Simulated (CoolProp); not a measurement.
A closed Brayton cycle with carbon dioxide: compressor inlet 316.15 K and 7.7 MPa, high pressure 15.7 MPa, turbine inlet 930 K, compressor efficiency 0.89, turbine efficiency 0.93, recuperator effectiveness 0.9 (on enthalpy, no pinch check). Each further row changes one setting.

The numbers come from the reference Helmholtz-energy equation of state, Span 1996 in CoolProp.

| case | thermal efficiency (%) | net work (kJ/kg) | compressor to turbine work | compressor exit (K) | turbine exit (K) |
|---|---|---|---|---|---|
| as stated | 35.2 | 81.9 | 0.27 | 372.1 | 834.5 |
| turbine inlet 880 K | 34.2 | 75.5 | 0.29 | 372.1 | [?] |
| compressor inlet 326.15 K | [?] | [?] | [?] | 386.9 | 834.5 |
| high pressure 13.3 MPa | [?] | 64.6 | 0.26 | [?] | [?] |
| recuperator effectiveness 0.5 | 18.3 | 81.9 | 0.27 | 372.1 | 834.5 |

Question: Fill in the missing entries.

Answer: 
- turbine inlet 880 K, turbine exit (K): 788.0
- compressor inlet 326.15 K, thermal efficiency (%): 35.0
- compressor inlet 326.15 K, net work (kJ/kg): 77.0
- compressor inlet 326.15 K, compressor to turbine work: 0.31
- high pressure 13.3 MPa, thermal efficiency (%): 32.0
- high pressure 13.3 MPa, compressor exit (K): 358.8
- high pressure 13.3 MPa, turbine exit (K): 856.3
